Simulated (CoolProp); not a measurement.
Vapour-liquid equilibrium of benzene (1) + n-nonane (2) at 0.145 MPa; x and y are mole fractions of (1).

Model: multi-fluid Helmholtz-energy mixture model, Thol 2012 and Lemmon 2006; pair parameters Bell 2016, in CoolProp.

Question: Give the bubble temperature and the first vapour's composition at x = 0.35, 0.45, 0.65. Is there an azeotrope?

Answer: x = 0.35: 390.8 K, y = 0.804; x = 0.45: 385.0 K, y = 0.856; x = 0.65: 376.5 K, y = 0.922. No azeotrope shows between x = 0.05 and 0.95.

The pair parameters rest on a limited set of measurements; away from them the model extrapolates.
